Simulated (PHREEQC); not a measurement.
Model water analysis in mg/kgw, 89 °C, pH 6.36, pe -1.3:

```tsv
constituent	mg/kgw
Na	14.1
K	9.34
Ca	11.4
Mg	7.96
Cl	27.6
S(6) as SO4	9.85
Alkalinity as HCO3	49.8
Mn(2)	0.0228
Zn	0.0131
```

Cl is adjusted to close the charge balance.
Valence states are taken as typed.

All values are PHREEQC results (ion-association model, phreeqc.dat), not measurements.

Precipitation was switched off in this run.

Estimate the specific conductance.

specific conductance 644 µS/cm.

In which forms is Ca present?

Ca+2 97 %, CaSO4 1.3 %, CaHCO3+ 1.2 % of the Ca.

At this temperature some constants are extrapolated from 25 °C, and those without enthalpy data are left unchanged.
